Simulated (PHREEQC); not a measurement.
Na2CO3 is added in steps, without added water, to 1 kg of water holding 0.001 mol/kgw LiOH and 0.0005 mol/kgw H3BO3, at 25 °C. O2 is buffered at 0.21 atm. No CO2 enters from the air. The run lets Nahcolite, Natron precipitate or redissolve, and no other solid.

Base run: PHREEQC, ion-association model, wateq4f.dat. Each further column changes one thing. The table gives pH.

```json
[
 {"Na2CO3 added (mol)": "0", "base": "10.70", "H3BO3 from 0.0005 to 0.00045 mol/kgw": "10.73", "H3BO3 left out": "10.98", "no solid may form": "10.70"},
 {"Na2CO3 added (mol)": "0.0002625", "base": "10.74", "H3BO3 from 0.0005 to 0.00045 mol/kgw": "10.77", "H3BO3 left out": "11.00", "no solid may form": "10.74"},
 {"Na2CO3 added (mol)": "0.0004875", "base": "10.77", "H3BO3 from 0.0005 to 0.00045 mol/kgw": "10.80", "H3BO3 left out": "11.01", "no solid may form": "10.77"},
 {"Na2CO3 added (mol)": "0.00075", "base": "10.80", "H3BO3 from 0.0005 to 0.00045 mol/kgw": "10.83", "H3BO3 left out": "11.02", "no solid may form": "10.80"},
 {"Na2CO3 added (mol)": "0.001012", "base": "10.83", "H3BO3 from 0.0005 to 0.00045 mol/kgw": "10.85", "H3BO3 left out": "11.03", "no solid may form": "10.83"},
 {"Na2CO3 added (mol)": "0.001238", "base": "10.84", "H3BO3 from 0.0005 to 0.00045 mol/kgw": "10.87", "H3BO3 left out": "11.03", "no solid may form": "10.84"},
 {"Na2CO3 added (mol)": "0.0015", "base": "10.86", "H3BO3 from 0.0005 to 0.00045 mol/kgw": "10.88", "H3BO3 left out": "11.04", "no solid may form": "10.86"}
]
```
